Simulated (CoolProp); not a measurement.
Vapour pressure (MPa) of the fluoroketone C6F12O (FK-5-1-12): the reference equation beside estimates from Tc = 441.8 K, pc = 1.869 MPa, ω = 0.471.

The numbers come from the reference Helmholtz-energy equation of state, McLinden 2015 in CoolProp.

```json
[
 {"T (K)": "252", "reference": "0.003635", "Lee-Kesler": "0.003670", "van der Waals": "0.1205", "Redlich-Kwong": "0.02203", "Soave-Redlich-Kwong": "0.003704", "Peng-Robinson": "0.003947"},
 {"T (K)": "256.8", "reference": "0.004919", "Lee-Kesler": "0.004951", "van der Waals": "0.1348", "Redlich-Kwong": "0.02720", "Soave-Redlich-Kwong": "0.004990", "Peng-Robinson": "0.005280"},
 {"T (K)": "261.6", "reference": "0.006563", "Lee-Kesler": "[?]", "van der Waals": "0.1504", "Redlich-Kwong": "0.03326", "Soave-Redlich-Kwong": "0.006633", "Peng-Robinson": "0.006973"},
 {"T (K)": "266.3", "reference": "0.008593", "Lee-Kesler": "0.008615", "van der Waals": "0.1667", "Redlich-Kwong": "[?]", "Soave-Redlich-Kwong": "0.008660", "Peng-Robinson": "0.009049"},
 {"T (K)": "271.1", "reference": "0.01118", "Lee-Kesler": "0.01119", "van der Waals": "0.1846", "Redlich-Kwong": "0.04825", "Soave-Redlich-Kwong": "0.01124", "Peng-Robinson": "[?]"},
 {"T (K)": "275.8", "reference": "0.01430", "Lee-Kesler": "0.01431", "van der Waals": "0.2033", "Redlich-Kwong": "0.05733", "Soave-Redlich-Kwong": "0.01435", "Peng-Robinson": "0.01483"},
 {"T (K)": "280.6", "reference": "0.01819", "Lee-Kesler": "0.01819", "van der Waals": "0.2237", "Redlich-Kwong": "0.06788", "Soave-Redlich-Kwong": "0.01823", "Peng-Robinson": "0.01875"},
 {"T (K)": "285.3", "reference": "0.02281", "Lee-Kesler": "0.02280", "van der Waals": "0.2450", "Redlich-Kwong": "0.07955", "Soave-Redlich-Kwong": "0.02282", "Peng-Robinson": "0.02338"},
 {"T (K)": "290.1", "reference": "0.02845", "Lee-Kesler": "0.02843", "van der Waals": "0.2681", "Redlich-Kwong": "0.09295", "Soave-Redlich-Kwong": "0.02845", "Peng-Robinson": "0.02902"},
 {"T (K)": "294.8", "reference": "0.03502", "Lee-Kesler": "0.03500", "van der Waals": "0.2921", "Redlich-Kwong": "0.1076", "Soave-Redlich-Kwong": "0.03500", "Peng-Robinson": "0.03557"},
 {"T (K)": "299.6", "reference": "0.04293", "Lee-Kesler": "0.04292", "van der Waals": "[?]", "Redlich-Kwong": "[?]", "Soave-Redlich-Kwong": "0.04290", "Peng-Robinson": "0.04344"},
 {"T (K)": "304.3", "reference": "0.05200", "Lee-Kesler": "0.05199", "van der Waals": "0.3448", "Redlich-Kwong": "0.1423", "Soave-Redlich-Kwong": "0.05196", "Peng-Robinson": "[?]"}
]
```

### Question
Fill in the missing entries.

### Answer

- 261.6, Lee-Kesler: 0.006591
- 266.3, Redlich-Kwong: 0.04015
- 271.1, Peng-Robinson: 0.01168
- 299.6, van der Waals: 0.3180
- 299.6, Redlich-Kwong: 0.1243
- 304.3, Peng-Robinson: 0.05246

Absolute difference from the reference over all 12 rows, mean and median: Lee-Kesler 0.2 and 0.1 %, van der Waals 1470.3 and 1225.7 %, Redlich-Kwong 307.0 and 287.0 %, Soave-Redlich-Kwong 0.5 and 0.3 %, Peng-Robinson 3.9 and 3.4 %.
